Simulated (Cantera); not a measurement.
Input: 1 mol SF6, 2.3 mol H2, equilibrated at 2552 °C and 51.0 Pa.

Cantera equilibrium calculation (NASA polynomials, part measured and part estimated; ideal gas, pure solids and liquids). Candidate condensed phases: S; 24 gas species. Equilibrium is a limit: real reactors are often held back by kinetics, nucleation or transport.

Base state: HF 0.470, F 0.291, S 0.126, H 0.112, H2 0.000798, S2 0.000375, SH 0.000142, SF 6.69e-5 (mole fractions); condensed: gas only.

### Question
What changes in the equilibrium state with this change: SF6 replaced by S?

### Answer
```tsv
species	before	after
H	0.112	0.776
S	0.126	0.183
H2	0.000798	0.0386
HF	0.470	0
F	0.291	0
SF	6.69e-5	0
SH	0.000142	0.00143
S2	0.000375	0.000790
```
